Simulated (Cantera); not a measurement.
Cantera run:

```python
import numpy as np
import cantera as ct

gas_names = """
    NO2 CL N2
""".split()
cond_names = """
    SrCL2(a) SrCL2(b) SrCL2(L) SrO(s) SrO(L)
""".split()


# ... load() reads the species with a 1 bar reference pressure and builds the phases ...
species = {s.name: s for s in load("nasa_gas.yaml", gas_names) + load("nasa_condensed.yaml", cond_names)}
# Each term lists the table entries of one substance; the one whose range holds T is used.
reactions = {
    '2 NO2(g) + 4 SrCl2 = 8 Cl(g) + 4 SrO + N2(g)':
        [(-2, ['NO2']), (-4, ['SrCL2(a)', 'SrCL2(b)', 'SrCL2(L)']), (8, ['CL']), (4, ['SrO(s)', 'SrO(L)']), (1, ['N2'])],
}


def pick(names, T):
    return next(species[n] for n in names if species[n].thermo.min_temp <= T <= species[n].thermo.max_temp)


results = []
for label, terms in reactions.items():
    print(label)
    print("     T/K   dH/kJ  dS/(J/K)   dG/kJ   log10 K")
    for T in [1373, 1473, 1573, 1673, 1773, 1873, 1973, 2073, 2173, 2273, 2373]:
        used = [(nu, pick(names, T)) for nu, names in terms]
        dH = sum(nu * s.thermo.h(T) for nu, s in used) / 1e6
        dS = sum(nu * s.thermo.s(T) for nu, s in used) / 1e3
        dG = dH - T * dS / 1e3
        logK = -dG * 1e6 / (ct.gas_constant * T * np.log(10))
        results.append((label, T, dH, dS, dG, logK, [s.name for _, s in used]))
        print(f"{T:8g} {dH:8.1f} {dS:8.1f} {dG:8.1f} {logK:8.2f}")
```

Result:

```
2 NO2(g) + 4 SrCl2 = 8 Cl(g) + 4 SrO + N2(g)
     T/K   dH/kJ  dS/(J/K)   dG/kJ   log10 K
    1373   1701.8    661.2    794.0   -30.21
    1473   1693.4    655.3    728.2   -25.82
    1573   1685.1    649.8    662.9   -22.01
    1673   1676.9    644.8    598.2   -18.68
    1773   1668.9    640.1    534.0   -15.73
    1873   1661.1    635.8    470.2   -13.11
    1973   1653.4    631.8    406.8   -10.77
    2073   1645.9    628.1    343.8    -8.66
    2173   1638.6    624.7    281.2    -6.76
    2273   1631.5    621.5    218.9    -5.03
    2373   1624.6    618.5    156.9    -3.45
```

Standard-state values (1 bar) from the NASA 1993 polynomials, evaluated with Cantera. Condensed species are held in their standard states even where they would react or evaporate.
